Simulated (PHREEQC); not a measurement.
A PHREEQC input (ion-association model, wateq4f.dat):

```
SOLUTION 1
  temp 45
  units mmol/kgw
  pH 6.29
  pe 10.4
  Na 0.947
  K 0.0216
  Ca 1.83
  Mg 0.712
  Cl 2.71
  S(6) 3.59 as SO4
  Alkalinity 2.23 as HCO3
  Cd 0.0454
  Zn 0.0519
  Ni 0.00479
  Si 0.00455 as SiO2
END
USE solution 1
EQUILIBRIUM_PHASES 1
  Chalcedony 0 0
  Quartz 0 0.5
  CO2(g) -2.5 10
END
```

The run finishes without an error or a warning.

Its last state differs from that of the intended input:

```
quantity                    as run  intended
------------------------  --------  --------
pH                            7.72      6.02
ionic strength (mol/kgw)    0.0127  0.000303
HCO3- (mol/kgw)            0.00207   3.74e-5
MgSO4 (mol/kgw)           0.000217   3.42e-7
CaSO4 (mol/kgw)           0.000389   3.35e-7
H3SiO4- (mol/kgw)          3.22e-6   5.78e-8
```

### Question
One thing in the input isn't as intended. What explains the difference?

### Answer
Several could match; the one computed here: The fault: the units line changed with the numbers kept. The line should read `units mg/L` where the input has `units mmol/kgw`.
